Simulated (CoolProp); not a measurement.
Values from CoolProp's reference Helmholtz-energy equation of state, Thol 2019.

Question: For tetradecamethylhexasiloxane (MD4M), give the phase and the speed of sound (m/s) at 620 K and 0.0276 MPa; 620 K and 0.491 MPa; 620 K and 1.01 MPa.

Answer: 
- 620 K and 0.0276 MPa: gas; speed of sound 105
- 620 K and 0.491 MPa: gas; speed of sound 60.5
- 620 K and 1.01 MPa: liquid; speed of sound 172
